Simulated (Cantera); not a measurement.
A closed system holds: 1 mol toluene, 0.37 mol CO₂, 2.2 mol N₂, at 2075 K and 0.360 bar.

Cantera equilibrium calculation (NASA polynomials, part measured and part estimated; ideal gas, pure solids and liquids). Candidate condensed phases: C, C₆H₆, C₇H₈, C₈H₁₈, H₂O; 136 gas species. Rates play no part.

Base state: H₂ 0.569, N₂ 0.312, CO 0.106, HCN 0.00825, H 0.00335, C₂H₂ (acetylene) 0.000705, HNC 0.000535, CH₄ 4.08e-5 (mole fractions); condensed: C(graphite).

**Question.** What changes in the equilibrium state with this change: temperature from 2075 K to 1373.15 K?

**Answer.** 
```
species             before     after
----------------  --------  --------
H₂                   0.569     0.575
N₂                   0.312     0.317
CO                   0.106     0.107
HCN                0.00825  0.000170
H                  0.00335   4.22e-6
C₂H₂ (acetylene)  0.000705   9.96e-7
HNC               0.000535   1.83e-6
H₂O                1.92e-6  0.000103
CH₄                4.08e-5  0.000600
C(graphite), mol      6.56      6.63
```

**Question.** What changes in the equilibrium state with this change: CO₂ from 0.37 to 0.072 mol?

**Answer.** 
```json
[
 {"species": "H₂", "before": "0.569", "after": "0.622"},
 {"species": "N₂", "before": "0.312", "after": "0.341"},
 {"species": "CO", "before": "0.106", "after": "0.0227"},
 {"species": "CH₄", "before": "4.08e-5", "after": "4.88e-5"},
 {"species": "C₂H₂ (acetylene)", "before": "0.000705", "after": "0.000772"},
 {"species": "HNC", "before": "0.000535", "after": "0.000585"},
 {"species": "HCN", "before": "0.00825", "after": "0.00903"},
 {"species": "C(graphite), mol", "before": "6.56", "after": "6.86"}
]
```
